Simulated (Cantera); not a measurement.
Stirred combustor or abatement burner

A perfectly stirred reactor is fed with 5.93 % CH4, 0.267 % H2, 19.7 % O2, 74.1 % N2, at 210 Torr; it is adiabatic with a 725 K inlet, and is followed from long to short residence time, starting on the burning branch (τ in s: 0.026, 0.012, 0.0052, 0.0024, 0.0011, 0.00048, 0.00022, 9.7e-05, 4.4e-05).

Computed with Cantera and GRI-Mech 3.0 (53 species, 325 reactions).

```
τ (s)    T (K)     x CH4     x H2    x O2     x NO    x C2H4    x N2O
-------  -----  --------  -------  ------  -------  --------  -------
0.026     1945   1.78e-5  0.00155  0.0768  7.70e-5  6.71e-10  1.42e-7
0.012     1911   3.03e-5  0.00227  0.0772  4.69e-5   1.31e-9  1.22e-7
0.0052    1864   5.59e-5  0.00324  0.0780  2.78e-5   3.03e-9  1.03e-7
0.0024    1811  0.000105  0.00424  0.0790  1.79e-5   7.70e-9  8.79e-8
0.0011    1751  0.000213  0.00524  0.0809  1.15e-5   2.44e-8  7.59e-8
0.00048   1684  0.000514  0.00621  0.0847  6.48e-6   1.17e-7  6.47e-8
0.00022   1608   0.00154  0.00747  0.0930  2.99e-6   1.02e-6  4.90e-8
9.7e-5     725    0.0593  0.00267   0.197   <1e-12    <1e-12   <1e-12
4.4e-5     725    0.0593  0.00267   0.197   <1e-12    <1e-12   <1e-12
```
x: mole fraction; the columns are a selection and need not sum to one.
